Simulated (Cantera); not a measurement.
SiHCl3 + N2 (silicon epitaxy and polysilicon growth)

Charge: 1 mol SiHCl3, 7.4 mol N2, equilibrated at 1200 Torr.

Equilibrium computed with Cantera from the NASA thermochemical tables; the gas is ideal and each condensed phase is pure. Candidate condensed phases: NH4Cl, Si, Si3N4; 28 gas species. N2 is the only nitrogen source here; it is nearly inert below about 1500 K, so the nitride shown seldom forms there in practice. The tables' values for SiCl3 are old estimates; treat these amounts as uncertain. Equilibrium is a limit: real reactors are often held back by kinetics, nucleation or transport.

From 1198 K to 1498 K the condensed part is Si3N4(s). The main Si-bearing gas is SiCl4 throughout.

| T (K) | log p N2 | log p HCl | log p SiCl4 | log p H2 | log p SiCl3 | n Si3N4(s) |
|---|---|---|---|---|---|---|
| 1198 | 0.12 | -0.85 | -0.98 | -1.65 | -3.37 | 0.146 |
| 1223 | 0.12 | -0.85 | -0.98 | -1.66 | -3.22 | 0.146 |
| 1248 | 0.12 | -0.84 | -0.99 | -1.67 | -3.08 | 0.147 |
| 1273 | 0.12 | -0.84 | -0.99 | -1.67 | -2.95 | 0.147 |
| 1298 | 0.12 | -0.84 | -0.99 | -1.68 | -2.82 | 0.147 |
| 1323 | 0.12 | -0.84 | -0.99 | -1.69 | -2.70 | 0.147 |
| 1348 | 0.12 | -0.84 | -1.00 | -1.69 | -2.58 | 0.146 |
| 1373 | 0.12 | -0.83 | -1.00 | -1.70 | -2.47 | 0.146 |
| 1398 | 0.12 | -0.83 | -1.00 | -1.71 | -2.36 | 0.146 |
| 1423 | 0.12 | -0.83 | -1.01 | -1.71 | -2.25 | 0.145 |
| 1448 | 0.12 | -0.83 | -1.02 | -1.72 | -2.16 | 0.144 |
| 1473 | 0.12 | -0.83 | -1.03 | -1.72 | -2.06 | 0.142 |
| 1498 | 0.12 | -0.83 | -1.04 | -1.73 | -1.97 | 0.141 |
log p: log10 of the partial pressure in bar; n: condensed amount in mol.
